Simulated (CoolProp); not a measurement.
A single-stage vapour-compression cycle with the fluid: evaporating at 326.15 K (dew point), condensing at 380.15 K (bubble point), superheat 2 K, subcooling 8 K, compressor efficiency 0.6, no pressure losses. The same conditions are run with several fluids, on thermodynamics alone (safety and materials aside).

Values from CoolProp's reference Helmholtz-energy equation of state of each fluid (propyne: Polt 1992; R123: Younglove 1994; R365MFC: Lemmon 2016; cyclohexane: Zhou 2014; R1224YDZ: Akasaka 2023; R236EA: Rui 2013). The equations of Platzer and Polt are older, rougher fits.

Q: Rank propyne, R123, R365MFC, cyclohexane, R1224YDZ, R236EA by cooling COP, highest first.

A: cyclohexane (3.12), R123 (2.93), R365MFC (2.80), R1224YDZ (2.69), propyne (2.65), R236EA (2.48)

```
fluid        pressure ratio  discharge temperature (K)  refrigerating effect (kJ/kg)  volumetric capacity (kJ/m³)
-----------  --------------  -------------------------  ----------------------------  ---------------------------
propyne                3.12                      410.6                           284                         6190
R123                   3.93                      390.1                           110                         1550
R365MFC                4.41                      380.1                           115                         1050
cyclohexane            5.18                      388.6                           281                          357
R1224YDZ               3.72                      383.7                          92.4                         2040
R236EA                 3.68                      381.3                          77.5                         2470
```

The compression ends wet for: R365MFC.
